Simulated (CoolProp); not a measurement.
Properties of the fluoroketone C6F12O (FK-5-1-12) along the isotherm 201.75 °C (Tc = 168.7 °C, pc = 1.869 MPa, ω = 0.471).

Model: reference Helmholtz-energy equation of state, McLinden 2015, in CoolProp.

| p (MPa) | phase | Z | cp (kJ/(kg K)) | cv (kJ/(kg K)) | isothermal compressibility (1/MPa) | expansivity (1/kK) |
|---|---|---|---|---|---|---|
| 0.00296 | gas | 0.9996 | 1.038 | 1.012 | 338.0 | 2.109 |
| 0.00477 | gas | 0.9993 | 1.038 | 1.012 | 209.8 | 2.111 |
| 0.00771 | gas | 0.9989 | 1.038 | 1.012 | 129.8 | 2.114 |
| 0.0125 | gas | 0.9982 | 1.038 | 1.012 | 80.14 | 2.120 |
| 0.0201 | gas | 0.9971 | 1.039 | 1.012 | 49.90 | 2.128 |
| 0.0325 | gas | 0.9953 | 1.039 | 1.012 | 30.91 | 2.143 |
| 0.0526 | gas | 0.9925 | 1.040 | 1.012 | 19.16 | 2.166 |
| 0.0849 | gas | 0.9878 | 1.041 | 1.013 | 11.92 | 2.204 |
| 0.137 | gas | 0.9803 | (withheld) | 1.013 | 7.447 | 2.267 |
| 0.222 | gas | 0.9679 | 1.046 | 1.015 | 4.656 | 2.376 |
| 0.358 | gas | 0.9477 | 1.052 | 1.017 | 2.951 | 2.567 |
| 0.578 | gas | 0.9143 | (withheld) | (withheld) | 1.899 | 2.925 |
| 0.935 | gas | (withheld) | 1.085 | 1.026 | 1.264 | (withheld) |

What belongs in the gaps?


- 0.137, cp (kJ/(kg K)): 1.043
- 0.578, cp (kJ/(kg K)): 1.062
- 0.578, cv (kJ/(kg K)): 1.020
- 0.935, Z: 0.8571
- 0.935, expansivity (1/kK): 3.685
